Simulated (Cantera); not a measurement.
Charge: 1 mol Si2Cl6, 0.043 mol HCl, 9.5 mol H2, held at 1298 K and 0.825 Torr.

Cantera equilibrium calculation (NASA polynomials, part measured and part estimated; ideal gas, pure solids and liquids). Candidate condensed phases: Si; 19 gas species. The feed counts by its element totals alone. The tables' values for SiCl3 are old estimates; treat these amounts as uncertain. Kinetics and transport are ignored.

Base state: H2 0.677, HCl 0.180, SiCl2 0.127, SiCl3 0.0104, SiCl4 0.00506, SiHCl3 0.000861, H 2.66e-5, SiH2Cl2 2.06e-5 (mole fractions); condensed: Si(s).

### Question
What changes in the equilibrium state with this change: H2 from 9.5 to 920 mol?

### Answer
| species | before | after |
|---|---|---|
| H2 | 0.677 | 0.994 |
| HCl | 0.180 | 0.00633 |
| SiCl2 | 0.127 | 0.000107 |
| SiCl3 | 0.0104 | 2.55e-7 |
| SiCl4 | 0.00506 | 3.63e-9 |
| SiHCl3 | 0.000861 | 2.57e-8 |
| Si(s), mol | 0.225 | 1.90 |
